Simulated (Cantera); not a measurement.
**Adiabatic ignition**

An adiabatic, constant-volume homogeneous reactor starts with C₃H₈ : O₂ : N₂ = 1 : 6.85 : 25.8 (molar parts), equivalence ratio 0.73, at 1323 K and 1.00 bar.

Cantera simulation using GRI-Mech 3.0 (53 species, 325 reactions); the numbers are that mechanism's predictions, not measurements. GRI-Mech 3.0 was tuned for natural gas; its chemistry of propane as a main component is partial and can be far from experiment.

| t (s) | T (K) | P (bar) | x C₃H₈ | x O₂ | x CO₂ | x CO | x NO |
|---|---|---|---|---|---|---|---|
| 1.00e-5 | 1323 | 1.000 | 0.0297 | 0.204 | 2.79e-9 | 1.51e-8 | <1e-12 |
| 2.43e-5 | 1322 | 0.999 | 0.0296 | 0.203 | 4.50e-8 | 2.40e-7 | <1e-12 |
| 5.89e-5 | 1321 | 0.999 | 0.0292 | 0.203 | 7.30e-7 | 5.20e-6 | <1e-12 |
| 0.000143 | 1322 | 1.00 | 0.0280 | 0.203 | 4.42e-6 | 5.52e-5 | <1e-12 |
| 0.000347 | 1329 | 1.01 | 0.0243 | 0.200 | 1.95e-5 | 0.000494 | <1e-12 |
| 0.000843 | 2768 | 2.21 | <1e-12 | 0.0573 | 0.0613 | 0.0231 | 0.00279 |
| 0.00205 | 2755 | 2.20 | <1e-12 | 0.0529 | 0.0616 | 0.0228 | 0.0125 |
| 0.00497 | 2750 | 2.19 | <1e-12 | 0.0513 | 0.0618 | 0.0227 | 0.0161 |
| 0.0121 | 2750 | 2.19 | <1e-12 | 0.0512 | 0.0618 | 0.0227 | 0.0162 |
| 0.0293 | 2750 | 2.19 | <1e-12 | 0.0512 | 0.0618 | 0.0227 | 0.0162 |
| 0.0711 | 2750 | 2.19 | <1e-12 | 0.0512 | 0.0618 | 0.0227 | 0.0162 |
| 0.173 | 2750 | 2.19 | <1e-12 | 0.0512 | 0.0618 | 0.0227 | 0.0162 |
| 0.419 | 2750 | 2.19 | <1e-12 | 0.0512 | 0.0618 | 0.0227 | 0.0162 |
| 1.02 | 2750 | 2.19 | <1e-12 | 0.0512 | 0.0618 | 0.0227 | 0.0162 |
| 2.47 | 2750 | 2.19 | <1e-12 | 0.0512 | 0.0618 | 0.0227 | 0.0162 |
| 6.00 | 2750 | 2.19 | <1e-12 | 0.0512 | 0.0618 | 0.0227 | 0.0162 |
x: mole fraction; the columns are a selection and need not sum to one.

The time of steepest temperature rise is 0.614 ms and the temperature at 6.00 s is 2750 K. The equilibrium temperature is 2750 K and the x(C₃H₈) at 6.00 s is <1e-12 (gas-phase equilibrium <1e-12). The x(O₂) at 6.00 s is 0.0512 (gas-phase equilibrium 0.0512) and the x(CO₂) at 6.00 s comes out as 0.0618 (gas-phase equilibrium 0.0618).
